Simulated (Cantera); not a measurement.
A perfectly stirred reactor is fed with 1.84 % H2, 6.13 % O2, 92.0 % N2, at 0.197 atm; it is held at 975 K, and followed from long to short residence time.

Model: GRI-Mech 3.0 (53 species, 325 reactions), integrated in Cantera.

One state of this run: x H2 = 0.000388; x O2 = 0.0528; x O = 3.96e-5; x N2O = 6.04e-8; x H2O = 0.0182. x: mole fraction; the columns are a selection and need not sum to one.

Task: Which value of τ (s) does it belong to?
A) 0.0012
B) 0.013
C) 0.044
D) 0.48

Result: D, 0.48
